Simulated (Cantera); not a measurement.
An isothermal, constant-pressure homogeneous reactor starts with 3.45 % NH₃, 96.6 % H₂, at 2148 K and 0.670 bar.

Computed with Cantera and the gas-phase N/H chemistry of the illustrative SiF4/NH3 mechanism in the Surface Chemkin manual (1991). Walls and surfaces, which speed up NH3 decomposition in real reactors, are not modelled.

x: mole fraction; the columns are a selection and need not sum to one.

```tsv
t (s)	x NH₃	x H₂	x N₂H₂	x NH	x N₂H₄	x N
0.000100	0.0344	0.965	8.39e-10	1.97e-7	7.91e-11	3.51e-9
0.000246	0.0344	0.965	7.61e-9	1.16e-6	4.65e-10	5.06e-8
0.000605	0.0342	0.964	6.64e-8	5.96e-6	(withheld)	5.89e-7
0.00149	0.0330	0.964	2.14e-7	1.43e-5	(withheld)	2.22e-6
0.00366	0.0289	0.966	2.05e-7	1.47e-5	(withheld)	2.49e-6
0.00902	0.0208	0.970	1.42e-7	1.31e-5	(withheld)	2.48e-6
0.0222	0.00943	0.975	5.62e-8	9.69e-6	(withheld)	2.33e-6
0.0546	0.00201	0.978	5.99e-9	3.88e-6	8.97e-11	1.28e-6
0.134	0.000481	0.978	4.04e-10	1.05e-6	5.79e-12	3.68e-7
0.330	0.000162	0.978	4.63e-11	3.55e-7	<1e-12	1.25e-7
0.813	6.14e-5	0.978	6.73e-12	1.35e-7	<1e-12	4.76e-8
2.00	2.43e-5	0.978	1.12e-12	5.34e-8	<1e-12	1.88e-8
```

Q: Some entries are withheld; supply them.

A: 
- 0.000605, x N₂H₄: 2.37e-9
- 0.00149, x N₂H₄: 5.49e-9
- 0.00366, x N₂H₄: 4.96e-9
- 0.00902, x N₂H₄: 3.19e-9
- 0.0222, x N₂H₄: 1.06e-9
